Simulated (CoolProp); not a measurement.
A Linde-Hampson liquefier for oxygen: isothermal reversible compression at 280 K from 1 atm to 15 MPa, throttling to 1 atm, return gas leaving the recuperator 0 K below the feed. Each further row changes one setting.

Model: reference Helmholtz-energy equation of state, Schmidt 1985, in CoolProp.

| case | liquid yield per pass | compression work (kJ/kg of gas) |
|---|---|---|
| as stated | 0.101 | 356 |
| high pressure 30 MPa | 0.166 | 402 |
| warm-end temperature 310 K | 0.076 | 398 |
| warm-end gap 5 K | 0.091 | 356 |

Above 300 K oxygen's equation is extrapolated.
